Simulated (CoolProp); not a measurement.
A single-stage vapour-compression cycle with ethane: evaporating at 257.15 K (dew point), condensing at 283.15 K (bubble point), superheat 10 K, subcooling 5 K, compressor efficiency 0.9, no pressure losses. Each further row changes one setting.

Model: reference Helmholtz-energy equation of state, Bücker 2006, in CoolProp.

```json
[
 {"case": "as stated", "cooling COP": "7.03", "pressure ratio": "1.90", "discharge temperature (K)": "306.5", "refrigerating effect (kJ/kg)": "306", "volumetric capacity (kJ/m³)": "8210"},
 {"case": "evaporating temperature 262.15 K", "cooling COP": "9.05", "pressure ratio": "1.67", "discharge temperature (K)": "303.8", "refrigerating effect (kJ/kg)": "309", "volumetric capacity (kJ/m³)": "…"},
 {"case": "condensing temperature 278.15 K", "cooling COP": "9.10", "pressure ratio": "1.69", "discharge temperature (K)": "299.1", "refrigerating effect (kJ/kg)": "…", "volumetric capacity (kJ/m³)": "8670"},
 {"case": "subcooling 10 K", "cooling COP": "…", "pressure ratio": "1.90", "discharge temperature (K)": "306.5", "refrigerating effect (kJ/kg)": "325", "volumetric capacity (kJ/m³)": "8690"},
 {"case": "superheat 20 K", "cooling COP": "…", "pressure ratio": "1.90", "discharge temperature (K)": "316.4", "refrigerating effect (kJ/kg)": "…", "volumetric capacity (kJ/m³)": "8180"},
 {"case": "compressor efficiency 0.8", "cooling COP": "…", "pressure ratio": "1.90", "discharge temperature (K)": "308.7", "refrigerating effect (kJ/kg)": "306", "volumetric capacity (kJ/m³)": "8210"}
]
```

Task: Fill in the missing entries.

Result: 
- evaporating temperature 262.15 K, volumetric capacity (kJ/m³): 9500
- condensing temperature 278.15 K, refrigerating effect (kJ/kg): 324
- subcooling 10 K, cooling COP: 7.45
- superheat 20 K, cooling COP: 7.00
- superheat 20 K, refrigerating effect (kJ/kg): 328
- compressor efficiency 0.8, cooling COP: 6.25
